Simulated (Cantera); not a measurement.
**Silicon etching in halogen gases: Si + Cl2 + N2**

Input: 1 mol Si, a varied amount of Cl2, 4.2 mol N2, held at 1.33 mbar.

Method: chemical equilibrium by Gibbs-energy minimisation in Cantera with the NASA 1993 tables (ideal gas, pure condensed phases). Candidate condensed phases: Si, Si3N4; 13 gas species. N2 is the only nitrogen source here; it is nearly inert below about 1500 K, so the nitride shown seldom forms there in practice. The tables' values for SiCl3 are old estimates. Rates play no part.

Task: Map the stable condensed phases over T = 227, 327, 427, 527, 627, 727, 827, 927, 1027, 1127, 1227 °C and n(Cl2) in mol = 0.63, 0.83, 1.1, 1.5, 2, 2.6, 3.5, 4.6.

Result: 
```
T in °C \ n(Cl2) in mol
         0.63 0.83  1.1  1.5    2  2.6  3.5  4.6
   1227     A    A    B    B    B    B    B    B
   1127     A    A    A    B    B    B    B    B
   1027     A    A    A    A    B    B    B    B
    927     A    A    A    A    B    B    B    B
    827     A    A    A    A    B    B    B    B
    727     A    A    A    A    B    B    B    B
    627     A    A    A    A    B    B    B    B
    527     A    A    A    A    B    B    B    B
    427     A    A    A    A    B    B    B    B
    327     A    A    A    A    B    B    B    B
    227     A    A    A    A    B    B    B    B
```
A: Si3N4; B: gas only.
